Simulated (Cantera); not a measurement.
Input: 1 mol Fe2O3, 0.068 mol SO3, 0.49 mol CO2, equilibrated at 100000 Pa.

Cantera equilibrium calculation (NASA polynomials, part measured and part estimated; ideal gas, pure solids and liquids). Candidate condensed phases: C, Fe, Fe(CO)5, FeO, FeS, FeSO4, FeS2, Fe2O3, Fe2(SO4)3, Fe3O4, S; 25 gas species. Kinetics and transport are ignored. All values below are at 1475 K.

Base state: CO2 0.828, SO2 0.114, O2 0.0569, SO3 0.00115, CO 1.16e-5 (mole fractions); condensed: Fe2O3(s).

Problem. What changes in the equilibrium state with this change: 0.51 mol CH4 added?

Solution. 
```csv
species,before,after
H2O,0,0.354
CO2,0.828,0.251
CO,1.16e-5,0.243
H2,0,0.138
O2,0.0569,<1e-9
H2S,0,0.0123
SO2,0.114,0.000252
SO3,0.00115,<1e-9
COS,<1e-9,0.000718
S2,<1e-9,0.000471
"Fe2O3(s), mol",1.00,0
"FeO(s), mol",0,1.96
"FeS(l), mol",0,0.0389
```
Metal and sulfide melt together well below either melting point, which pure phases cannot show. Mutual solubility and eutectic melting of coexisting phases are not modelled. The tables' stoichiometric FeO is somewhat more stable than real wüstite, so its field is too wide. FeO, FeS: taken at fixed stoichiometry. Further candidate phases: C6H6, C7H8, C8H18, Fe(OH)2, Fe(OH)3, H2O, H2SO4.
